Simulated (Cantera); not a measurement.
**Catalytic combustion on Pt**

An isothermal plug-flow reactor at 950 K and 3.90 bar (inlet), inlet velocity 3.9 m/s, active area per volume 810 1/m; feed H₂ : O₂ : N₂ : H₂O = 0.026 : 0.12 : 0.79 : 0.042 (molar parts).

Cantera simulation using Deutschmann's 1995 Pt surface mechanism with GRI-Mech 3.0 gas chemistry; the numbers are that mechanism's predictions, not measurements. Catalytic surfaces can have several steady states; this one follows from the mechanism file's or the stated starting coverage. Mass transfer to the wall is taken as infinitely fast.

```json
[
 {"z (m)": "9.6e-05", "x H₂": "0.0198", "x O₂": "0.120", "x H₂O": "0.0499", "θ free Pt": "0.350", "θ O*": "0.637", "θ OH*": "0.0125"},
 {"z (m)": "0.00019", "x H₂": "0.0158", "x O₂": "0.118", "x H₂O": "0.0541", "θ free Pt": "0.285", "θ O*": "0.702", "θ OH*": "0.0120"},
 {"z (m)": "0.00036", "x H₂": "0.0114", "x O₂": "0.116", "x H₂O": "0.0587", "θ free Pt": "0.217", "θ O*": "0.772", "θ OH*": "0.0111"},
 {"z (m)": "0.00069", "x H₂": "0.00716", "x O₂": "0.114", "x H₂O": "0.0631", "θ free Pt": "0.157", "θ O*": "0.833", "θ OH*": "0.00999"},
 {"z (m)": "0.0013", "x H₂": "0.00377", "x O₂": "0.113", "x H₂O": "0.0666", "θ free Pt": "0.120", "θ O*": "0.871", "θ OH*": "0.00903"},
 {"z (m)": "0.0026", "x H₂": "0.00127", "x O₂": "0.111", "x H₂O": "0.0691", "θ free Pt": "0.0990", "θ O*": "0.893", "θ OH*": "0.00839"},
 {"z (m)": "0.005", "x H₂": "0.000217", "x O₂": "0.111", "x H₂O": "0.0702", "θ free Pt": "0.0916", "θ O*": "0.900", "θ OH*": "0.00814"},
 {"z (m)": "0.0096", "x H₂": "8.30e-6", "x O₂": "0.111", "x H₂O": "0.0705", "θ free Pt": "0.0903", "θ O*": "0.902", "θ OH*": "0.00809"}
]
```
x: gas mole fraction; θ: surface coverage.
